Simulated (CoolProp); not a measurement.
Vapour-liquid equilibrium of p-xylene (1) + n-decane (2) at 566.4 K; x and y are mole fractions of (1).

Values from CoolProp's multi-fluid Helmholtz-energy mixture model, Zhou 2012 and Lemmon 2006; pair parameters Bell 2016.

```
x     bubble pressure, mixture model (bar)  bubble pressure, Raoult's law (bar)  y, mixture model  y, Raoult's law
----  ------------------------------------  -----------------------------------  ----------------  ---------------
0.05                                 10.58                                10.61             0.071            0.088
0.2                                  11.77                                11.87             0.265            0.314
0.35                                 12.98                                13.14             0.435            0.496
0.5                                  14.22                                14.40             0.586            0.646
0.65                                 15.50                                15.67             0.723            0.772
0.8                                  16.81                                16.93             0.848            0.880
0.95                                 18.16                                18.20             0.964            0.972
```

The largest gap from Raoult's law is -1.3 % in bubble pressure, at x = 0.5. No azeotrope shows between x = 0.05 and 0.95.

The pair parameters rest on a limited set of measurements; away from them the model extrapolates.
